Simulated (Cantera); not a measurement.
Gas mixture: O2 : NO = 0.4 : 0.41 (molar parts), at 21.0 Torr, frozen composition.

Cantera's kinetic-theory transport with the Lennard-Jones parameters of GRI-Mech 3.0, ideal gas; thermal conductivity in the mixture-averaged form. The composition is frozen, though it would react at the higher temperatures.

D: mixture-averaged diffusion coefficient of that species in the mixture.

| T (K) | ρ (kg/m³) | cp (J/kg/K) | μ (µPa s) | λ (mW/m/K) | Pr | D (cm²/s) C2H2 | D (cm²/s) H2O | D (cm²/s) NO |
|---|---|---|---|---|---|---|---|---|
| 400 | 0.0261 | 969.4 | 24.3 | 33.1 | 0.713 | 10.1 | 14.3 | 12.3 |
| 650 | 0.0161 | 1035 | … | … | 0.708 | … | … | … |
| 900 | 0.0116 | 1093 | 42.3 | 65.3 | 0.709 | 40.9 | 62.8 | 48.6 |
| 1150 | 0.00907 | 1130 | 49.7 | 79.4 | 0.708 | 61.8 | 96.2 | 73.1 |
| 1400 | 0.00745 | 1157 | … | … | 0.707 | … | … | … |
| 1650 | 0.00632 | 1178 | 62.8 | 105 | 0.707 | 113 | 178 | 133 |

Question: Some entries are withheld; supply them.

Answer: 
- 650, μ (µPa s): 34.1
- 650, λ (mW/m/K): 49.9
- 650, D (cm²/s) C2H2: 23.5
- 650, D (cm²/s) H2O: 35.2
- 650, D (cm²/s) NO: 28.1
- 1400, μ (µPa s): 56.5
- 1400, λ (mW/m/K): 92.5
- 1400, D (cm²/s) C2H2: 85.9
- 1400, D (cm²/s) H2O: 135
- 1400, D (cm²/s) NO: 101
